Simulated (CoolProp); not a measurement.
The fluid at 259.8 K and 1.28 MPa is compressed adiabatically to 4.03 MPa with isentropic efficiency 1. The same conditions are run with several fluids, on thermodynamics alone (safety and materials aside).

Model: reference Helmholtz-energy equation of state of each fluid (nitrous oxide: Lemmon 2006; normal hydrogen: Leachman 2009; nitrogen: Span 2000; methane: Setzmann 1991; ethylene: Smukala 2000), in CoolProp.

Q: Rank nitrous oxide, normal hydrogen, nitrogen, methane, ethylene by work (kJ/kg), highest first.

A: normal hydrogen (1480), methane (172), nitrogen (105), ethylene (86.0), nitrous oxide (55.9)

```csv
fluid,final temperature (K),final phase,final density (kg/m³)
nitrous oxide,340.6,gas,74.0
normal hydrogen,361.6,supercritical,2.65
nitrogen,362.1,supercritical,37.2
methane,342.9,gas,23.6
ethylene,334.9,gas,49.0
```
